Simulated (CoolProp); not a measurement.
Vapour pressure (bar) of sulfur dioxide: the reference equation beside estimates from Tc = 430.6 K, pc = 78.87 bar, ω = 0.256.

The numbers come from the reference Helmholtz-energy equation of state, Gao 2016 in CoolProp.

```tsv
T (K)	reference	Lee-Kesler	van der Waals	Redlich-Kwong	Soave-Redlich-Kwong	Peng-Robinson
252.5	0.6153	0.6020	5.990	1.263	0.6085	0.6254
259.2	0.8472	0.8321	6.977	1.669	0.8389	0.8571
266	1.150	1.133	8.085	2.177	1.140	1.159
272.8	1.533	1.516	9.308	2.794	1.522	1.539
279.6	2.011	1.996	10.65	3.533	2.000	2.014
286.3	2.589	2.577	12.09	4.394	2.579	2.587
293.1	3.301	3.293	13.68	5.416	3.293	3.293
299.9	4.156	4.155	15.40	6.602	4.152	4.141
306.6	5.156	5.163	17.23	7.943	5.159	5.133
313.4	6.350	6.366	19.22	9.494	6.363	6.317
320.2	7.743	7.768	21.36	11.25	7.771	7.701
327	9.356	9.391	23.65	13.22	9.402	9.305
333.7	11.18	11.22	26.05	15.39	11.25	11.12
340.5	13.29	13.34	28.63	17.84	13.39	13.23
347.3	15.69	15.74	31.38	20.53	15.83	15.62
```

Absolute difference from the reference over all 15 rows, mean and median: Lee-Kesler 0.7 and 0.4 %, van der Waals 346.8 and 270.5 %, Redlich-Kwong 62.3 and 58.9 %, Soave-Redlich-Kwong 0.6 and 0.5 %, Peng-Robinson 0.6 and 0.5 %.
